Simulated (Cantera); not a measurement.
## Dilute partial oxidation

A perfectly stirred reactor is fed with 2.67 % CH4, 1.91 % O2, 95.4 % N2, equivalence ratio 2.8, at 1000000 Pa; it is held at 1075 K, and followed from long to short residence time.

Cantera simulation using GRI-Mech 3.0 (53 species, 325 reactions); the numbers are that mechanism's predictions, not measurements. The temperature is held fixed by assumption; the heat of reaction is taken as removed at once.

| τ (s) | x CH4 | x O2 | x C2H | x HCO | x OH | x N2O |
|---|---|---|---|---|---|---|
| 0.90 | 0.0148 | 0.00392 | <1e-12 | 8.29e-10 | 4.68e-9 | 2.18e-8 |
| 0.20 | 0.0170 | 0.00766 | <1e-12 | 2.17e-9 | 1.39e-8 | 1.35e-8 |
| 0.044 | 0.0267 | 0.0191 | <1e-12 | <1e-12 | 3.79e-11 | 2.76e-11 |
| 0.0098 | 0.0267 | 0.0191 | <1e-12 | <1e-12 | 2.22e-11 | 3.50e-12 |
| 0.0022 | 0.0267 | 0.0191 | <1e-12 | <1e-12 | 1.07e-11 | <1e-12 |
| 0.00048 | 0.0267 | 0.0191 | <1e-12 | <1e-12 | 1.89e-12 | <1e-12 |
| 0.00011 | 0.0267 | 0.0191 | <1e-12 | <1e-12 | <1e-12 | <1e-12 |
x: mole fraction; the columns are a selection and need not sum to one.
